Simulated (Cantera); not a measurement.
Thermodynamics of titanium nitride, carbide and oxide coatings, feed TiCl4 + O2

Input: 1 mol TiCl4, 0.12 mol O2, equilibrated at 0.0160 bar.

Method: chemical equilibrium by Gibbs-energy minimisation in Cantera with the NASA 1993 tables (ideal gas, pure condensed phases). Candidate condensed phases: Ti, TiCl2, TiCl3, TiCl4, TiO, TiO2, Ti2O3, Ti3O5, Ti4O7; 15 gas species. The tables' values for TiCl2, TiOCl are old estimates; treat these amounts as uncertain. Condensed phases not in the tables: Magnéli phases beyond Ti4O7, TiOCl. Equilibrium is a limit: real reactors are often held back by kinetics, nucleation or transport.

From 750 K to 1950 K the condensed part is TiO2(rutile). At 2100 K the condensed part is Ti4O7(l). The main Ti-bearing gas is TiCl4 at 750 K and TiCl3 at 2100 K.

| T (K) | x TiCl4 | x Cl | x TiCl3 | x Cl2 | x TiOCl2 | n TiO2(rutile) | n Ti4O7(l) |
|---|---|---|---|---|---|---|---|
| 750 | 0.786 | 9.93e-6 | 2.03e-11 | 0.214 | <1e-12 | 0.120 | 0 |
| 900 | 0.786 | 0.000270 | 7.67e-9 | 0.214 | 9.76e-12 | 0.120 | 0 |
| 1050 | 0.785 | 0.00289 | 5.30e-7 | 0.213 | 3.19e-9 | 0.120 | 0 |
| 1200 | 0.779 | 0.0169 | 1.28e-5 | 0.204 | 2.40e-7 | 0.120 | 0 |
| 1350 | 0.761 | 0.0632 | 0.000157 | 0.176 | 6.73e-6 | 0.120 | 0 |
| 1500 | 0.721 | 0.159 | 0.00129 | 0.118 | 9.41e-5 | 0.120 | 0 |
| 1650 | 0.667 | 0.269 | 0.00877 | 0.0541 | 0.000792 | 0.119 | 0 |
| 1800 | 0.577 | 0.351 | 0.0477 | 0.0197 | 0.00445 | 0.117 | 0 |
| 1950 | 0.387 | 0.436 | 0.152 | 0.00825 | 0.0165 | 0.107 | 0 |
| 2100 | 0.172 | 0.530 | 0.255 | 0.00398 | 0.0341 | 0 | 0.0248 |
x: gas mole fraction; n: condensed amount in mol.
